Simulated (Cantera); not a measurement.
Cantera run:

```python
import numpy as np
import cantera as ct

gas_names = """
    CL CL2 H HCL H2 Si SiCL SiCL2 SiCL3 SiCL4 SiH SiHCL3 SiH2 SiH2CL2 SiH3 SiH3CL SiH4 Si2 Si3
""".split()
cond_names = """
    Si(cr) Si(L)
""".split()


# ... load() reads the species with a 1 bar reference pressure and builds the phases ...
atoms = {
    'Si': {'Si': 1},
    'Cl2': {'CL': 2},
    'H2': {'H': 2},
}
top_T = {}  # K; cautious upper limits of use, not melting points


# ... equilibrate(T, P, feed) seeds the gas with the atoms and calls Mixture.equilibrate('TP', solver="vcs", rtol=1e-11, max_steps=5000) ...
results = []
feed = {'Si': 1, 'Cl2': 1.3, 'H2': 1.7}  # mol
P = 93000  # Pa
for T in [598, 648, 698, 748, 798, 848, 898, 948, 998, 1048, 1098, 1148, 1198]:
    mix = equilibrate(T, P, feed)
    results.append((T, P, feed, dict(zip(mix.species_names, mix.species_moles))))
    x = sorted(zip(gas.X, gas.species_names), reverse=True)
    print(f"T = {T:g} K  P = {P:g} Pa  gas = {mix.phase_moles(0):.4g} mol")
    print("   x: " + "  ".join(f"{s} {v:.3e}" for v, s in x if v > 0.001))
    print("   condensed (mol): " + ("  ".join(f"{mix.phase(i).name} {mix.phase_moles(i):.4g}"
          for i in range(1, mix.n_phases) if mix.phase_moles(i) > 1e-12) or "none"))
```

Output:

```
T = 598 K  P = 93000 Pa  gas = 2.291 mol
   x: H2 6.904e-01  SiCL4 2.085e-01  SiHCL3 9.876e-02  SiH2CL2 2.330e-03
   condensed (mol): Si(cr) 0.2908
T = 648 K  P = 93000 Pa  gas = 2.292 mol
   x: H2 6.908e-01  SiCL4 2.098e-01  SiHCL3 9.662e-02  SiH2CL2 2.567e-03
   condensed (mol): Si(cr) 0.2917
T = 698 K  P = 93000 Pa  gas = 2.293 mol
   x: H2 6.912e-01  SiCL4 2.111e-01  SiHCL3 9.458e-02  SiH2CL2 2.775e-03
   condensed (mol): Si(cr) 0.2927
T = 748 K  P = 93000 Pa  gas = 2.294 mol
   x: H2 6.915e-01  SiCL4 2.122e-01  SiHCL3 9.263e-02  SiH2CL2 2.956e-03
   condensed (mol): Si(cr) 0.2938
T = 798 K  P = 93000 Pa  gas = 2.295 mol
   x: H2 6.914e-01  SiCL4 2.131e-01  SiHCL3 9.078e-02  SiH2CL2 3.113e-03  HCL 1.430e-03
   condensed (mol): Si(cr) 0.2951
T = 848 K  P = 93000 Pa  gas = 2.297 mol
   x: H2 6.910e-01  SiCL4 2.138e-01  SiHCL3 8.900e-02  SiH2CL2 3.248e-03  HCL 2.692e-03
   condensed (mol): Si(cr) 0.2965
T = 898 K  P = 93000 Pa  gas = 2.299 mol
   x: H2 6.901e-01  SiCL4 2.141e-01  SiHCL3 8.725e-02  HCL 4.713e-03  SiH2CL2 3.363e-03
   condensed (mol): Si(cr) 0.2983
T = 948 K  P = 93000 Pa  gas = 2.302 mol
   x: H2 6.884e-01  SiCL4 2.139e-01  SiHCL3 8.545e-02  HCL 7.758e-03  SiH2CL2 3.456e-03
   condensed (mol): Si(cr) 0.3006
T = 998 K  P = 93000 Pa  gas = 2.306 mol
   x: H2 6.858e-01  SiCL4 2.129e-01  SiHCL3 8.354e-02  HCL 1.211e-02  SiH2CL2 3.528e-03  SiCL3 1.774e-03
   condensed (mol): Si(cr) 0.3032
T = 1048 K  P = 93000 Pa  gas = 2.312 mol
   x: H2 6.819e-01  SiCL4 2.109e-01  SiHCL3 8.142e-02  HCL 1.807e-02  SiH2CL2 3.575e-03  SiCL3 3.204e-03
   condensed (mol): Si(cr) 0.3063
T = 1098 K  P = 93000 Pa  gas = 2.32 mol
   x: H2 6.765e-01  SiCL4 2.075e-01  SiHCL3 7.895e-02  HCL 2.588e-02  SiCL3 5.446e-03  SiH2CL2 3.593e-03  SiCL2 2.009e-03
   condensed (mol): Si(cr) 0.3095
T = 1148 K  P = 93000 Pa  gas = 2.332 mol
   x: H2 6.694e-01  SiCL4 2.023e-01  SiHCL3 7.600e-02  HCL 3.574e-02  SiCL3 8.759e-03  SiCL2 4.187e-03  SiH2CL2 3.577e-03
   condensed (mol): Si(cr) 0.3123
T = 1198 K  P = 93000 Pa  gas = 2.349 mol
   x: H2 6.601e-01  SiCL4 1.946e-01  SiHCL3 7.241e-02  HCL 4.774e-02  SiCL3 1.337e-02  SiCL2 8.127e-03  SiH2CL2 3.521e-03
   condensed (mol): Si(cr) 0.3139
```

Equilibrium computed with Cantera from the NASA thermochemical tables; the gas is ideal and each condensed phase is pure. The tables' values for SiCl3 are old estimates; treat these amounts as uncertain.
